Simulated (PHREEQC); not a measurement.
Solution (25 °C): 43 mmol/kgw H2SO4, 0.16 mmol/kgw KNO3 and 36 mmol/kgw KH2PO4. Closed to the air; pH follows from the charge balance.

Computed with PHREEQC (ion-association model, phreeqc.dat).

This is a speciation only: nothing precipitates in the calculation.

Task: Predict the pH, density.

Result: pH 1.54; density 1.003 g/cm³.

Task: In which forms is P present?

Result: H3PO4 77 %, H2PO4- 23 % of the P.

Species that the database lacks are ignored.
